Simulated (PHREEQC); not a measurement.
# Metal-bearing waste water: an equilibrium model

Solution (25 °C): 0.0073 mol FeCl3, 0.00015 mol NiCl2 and 0.00048 mol H2SO4 per kg of water. Closed to the air; pH follows from the charge balance.

The numbers come from PHREEQC with the ion-association model, wateq4f.dat.

- pH = 2.39
- ionic strength = 0.0362 mol/kgw
- total alkalinity = -15.6 meq/kg

| species | molality | activity | log γ |
|---|---|---|---|
| Cl- | 0.0214 | 0.0178 | -0.079 |
| H+ | 0.00468 | 0.00406 | -0.062 |
| Fe+3 | 0.00255 | 0.000704 | -0.559 |
| FeOH+2 | 0.00221 | 0.00112 | -0.296 |
| FeCl+2 | 0.000748 | 0.000379 | -0.296 |
| Fe2(OH)2+4 | 0.000556 | 3.38e-5 | -1.216 |
| FeSO4+ | 0.000372 | 0.000314 | -0.074 |
| Ni+2 | 0.000145 | 7.22e-5 | -0.304 |
| Fe(OH)2+ | 0.000108 | 9.14e-5 | -0.073 |
| SO4-2 | 8.07e-5 | 4.07e-5 | -0.297 |

No solid was allowed to form. The solution is supersaturated, for example in Hematite (slow to form), Goethite (slow to form), so a real one may precipitate; this is no full list. Species that the database lacks are ignored.
